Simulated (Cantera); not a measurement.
**Moist CO burnout**

An isothermal, constant-pressure homogeneous reactor starts with CO : O₂ : H₂O : N₂ = 0.0019 : 0.034 : 0.00091 : 1 (molar parts), equivalence ratio 0.028, at 1075 K and 1.48 atm.

Model: GRI-Mech 3.0 (53 species, 325 reactions), integrated in Cantera.

```json
[
 {"t (s)": "0.000200", "x CO": "0.00183", "x O₂": "0.0328", "x H₂O": "0.000878", "x H₂": "<1e-12", "x OH": "1.41e-12", "x N₂O": "<1e-12"},
 {"t (s)": "0.000632", "x CO": "0.00183", "x O₂": "0.0328", "x H₂O": "0.000878", "x H₂": "<1e-12", "x OH": "9.14e-12", "x N₂O": "<1e-12"},
 {"t (s)": "0.00200", "x CO": "0.00183", "x O₂": "0.0328", "x H₂O": "0.000878", "x H₂": "<1e-12", "x OH": "4.36e-11", "x N₂O": "<1e-12"},
 {"t (s)": "0.00632", "x CO": "0.00183", "x O₂": "0.0328", "x H₂O": "0.000878", "x H₂": "4.24e-12", "x OH": "2.06e-10", "x N₂O": "4.94e-12"},
 {"t (s)": "0.0200", "x CO": "0.00183", "x O₂": "0.0328", "x H₂O": "0.000878", "x H₂": "1.15e-10", "x OH": "2.36e-9", "x N₂O": "9.36e-11"},
 {"t (s)": "0.0632", "x CO": "0.00178", "x O₂": "0.0328", "x H₂O": "0.000876", "x H₂": "2.91e-7", "x OH": "4.47e-7", "x N₂O": "1.99e-8"},
 {"t (s)": "0.200", "x CO": "0.00132", "x O₂": "0.0325", "x H₂O": "0.000876", "x H₂": "8.50e-7", "x OH": "4.96e-7", "x N₂O": "1.83e-7"},
 {"t (s)": "0.632", "x CO": "0.000576", "x O₂": "0.0322", "x H₂O": "0.000877", "x H₂": "3.43e-7", "x OH": "4.02e-7", "x N₂O": "4.89e-7"},
 {"t (s)": "2.00", "x CO": "9.54e-5", "x O₂": "0.0320", "x H₂O": "0.000878", "x H₂": "3.98e-8", "x OH": "2.50e-7", "x N₂O": "7.61e-7"},
 {"t (s)": "6.32", "x CO": "4.13e-6", "x O₂": "0.0319", "x H₂O": "0.000878", "x H₂": "1.10e-9", "x OH": "1.34e-7", "x N₂O": "7.74e-7"},
 {"t (s)": "20.0", "x CO": "2.91e-8", "x O₂": "0.0319", "x H₂O": "0.000878", "x H₂": "2.25e-11", "x OH": "6.83e-8", "x N₂O": "5.30e-7"}
]
```
x: mole fraction; the columns are a selection and need not sum to one.

Equilibrium at this temperature and pressure: CO 5.50e-12, O₂ 0.0319, H₂O 0.000878, H₂ 2.83e-12, OH 2.39e-8, N₂O 3.04e-9 (gas phase only).
